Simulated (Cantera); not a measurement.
Cantera run, input and output.

```python
import numpy as np
import cantera as ct

gas = ct.Solution("gri30.yaml")
gas.TPX = 498, 590000, {'C3H8': 1, 'O2': 3.85, 'N2': 14.5, 'CO2': 3.7}
inlet = ct.Reservoir(gas, clone=True)
gas.equilibrate("HP")  # start burning
reactor = ct.IdealGasConstPressureReactor(gas, energy="on", clone=False)
exhaust = ct.Reservoir(gas, clone=True)
tau = [0.37, 0.11, 0.031, 0.0092, 0.0027, 0.00078, 0.00023, 6.6e-05, 1.9e-05, 5.7e-06][0]
for a, b in ((inlet, reactor), (reactor, exhaust)):
    ct.MassFlowController(a, b, mdot=lambda t: reactor.mass / tau)
net = ct.ReactorNet([reactor])
show = ['C3H8', 'O2', 'CO2', 'HO2', 'C2H2', 'HCO']

rows = []
print(f"{'tau/s':>10s}{'T/K':>9s}" + "".join(f"{s:>11s}" for s in show))
for tau in [0.37, 0.11, 0.031, 0.0092, 0.0027, 0.00078, 0.00023, 6.6e-05, 1.9e-05, 5.7e-06]:
    net.initial_time = 0.0
    net.advance(30 * tau)
    before = gas.X
    net.advance(40 * tau)
    drift = np.max(np.abs(gas.X - before) / (gas.X + 1e-9))
    rows.append([gas.T, *gas[show].X, drift])
    print(f"{tau:10.3e}{gas.T:9.1f}" + "".join(f"{x:11.3e}" for x in gas[show].X))
```

Result:

```
     tau/s      T/K       C3H8         O2        CO2        HO2       C2H2        HCO
 3.700e-01   1924.4  1.126e-07  4.668e-05  1.885e-01  1.650e-08  4.466e-05  2.550e-08
 1.100e-01   1923.0  3.293e-07  1.055e-04  1.885e-01  5.138e-08  7.573e-05  4.226e-08
 3.100e-02   1920.2  9.633e-07  2.442e-04  1.884e-01  1.655e-07  1.216e-04  7.989e-08
 9.200e-03   1914.9  2.600e-06  5.469e-04  1.881e-01  4.934e-07  1.841e-04  1.673e-07
 2.700e-03   1904.2  7.003e-06  1.253e-03  1.873e-01  1.443e-06  2.806e-04  4.026e-07
 7.800e-04   1880.0  2.064e-05  3.102e-03  1.853e-01  4.400e-06  4.771e-04  1.089e-06
 2.300e-04   1781.7  1.185e-04  1.201e-02  1.775e-01  2.225e-05  1.280e-03  2.914e-06
 6.600e-05    498.0  4.338e-02  1.670e-01  1.605e-01  4.130e-19  1.691e-17 -1.458e-34
 1.900e-05    498.0  4.338e-02  1.670e-01  1.605e-01  2.152e-20  1.351e-20  3.268e-37
 5.700e-06    498.0  4.338e-02  1.670e-01  1.605e-01  7.318e-21  8.531e-22  2.064e-38
```

Detailed kinetics in Cantera: GRI-Mech 3.0 (53 species, 325 reactions). GRI-Mech 3.0 was tuned for natural gas; its chemistry of propane as a main component is partial and can be far from experiment.
